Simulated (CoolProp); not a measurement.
Chlorine along the isotherm -51.05 °C: fugacity coefficient from the reference equation and from simpler models built on Tc = 143.7 °C, pc = 7.642 MPa, ω = 0.070; each cubic takes its own stable root.

The numbers come from the reference Helmholtz-energy equation of state, Thol 2021 in CoolProp.

```json
[
 {"p (MPa)": "1.82", "phase": "liquid", "reference": "0.02524", "van der Waals": "0.1777", "Redlich-Kwong": "0.02274", "Soave-Redlich-Kwong": "0.02633", "Peng-Robinson": "0.02763"},
 {"p (MPa)": "3.64", "phase": "liquid", "reference": "0.01318", "van der Waals": "0.09522", "Redlich-Kwong": "0.01191", "Soave-Redlich-Kwong": "0.01380", "Peng-Robinson": "0.01440"},
 {"p (MPa)": "5.45", "phase": "liquid", "reference": "0.009189", "van der Waals": "0.06810", "Redlich-Kwong": "0.008335", "Soave-Redlich-Kwong": "0.009657", "Peng-Robinson": "0.01003"},
 {"p (MPa)": "7.27", "phase": "liquid", "reference": "0.007192", "van der Waals": "0.05468", "Redlich-Kwong": "0.006546", "Soave-Redlich-Kwong": "0.007587", "Peng-Robinson": "0.007836"},
 {"p (MPa)": "9.09", "phase": "liquid", "reference": "0.006006", "van der Waals": "0.04682", "Redlich-Kwong": "0.005485", "Soave-Redlich-Kwong": "0.006358", "Peng-Robinson": "0.006532"},
 {"p (MPa)": "10.9", "phase": "liquid", "reference": "0.005227", "van der Waals": "0.04178", "Redlich-Kwong": "0.004790", "Soave-Redlich-Kwong": "0.005554", "Peng-Robinson": "0.005677"},
 {"p (MPa)": "12.7", "phase": "liquid", "reference": "0.004681", "van der Waals": "0.03835", "Redlich-Kwong": "0.004304", "Soave-Redlich-Kwong": "0.004991", "Peng-Robinson": "0.005076"},
 {"p (MPa)": "14.5", "phase": "liquid", "reference": "0.004278", "van der Waals": "0.03592", "Redlich-Kwong": "0.003946", "Soave-Redlich-Kwong": "0.004577", "Peng-Robinson": "0.004631"},
 {"p (MPa)": "16.4", "phase": "liquid", "reference": "0.003955", "van der Waals": "0.03407", "Redlich-Kwong": "0.003662", "Soave-Redlich-Kwong": "0.004248", "Peng-Robinson": "0.004275"},
 {"p (MPa)": "18.2", "phase": "liquid", "reference": "0.003718", "van der Waals": "0.03281", "Redlich-Kwong": "0.003454", "Soave-Redlich-Kwong": "0.004007", "Peng-Robinson": "0.004012"},
 {"p (MPa)": "20", "phase": "liquid", "reference": "0.003529", "van der Waals": "0.03191", "Redlich-Kwong": "0.003289", "Soave-Redlich-Kwong": "0.003817", "Peng-Robinson": "0.003803"}
]
```
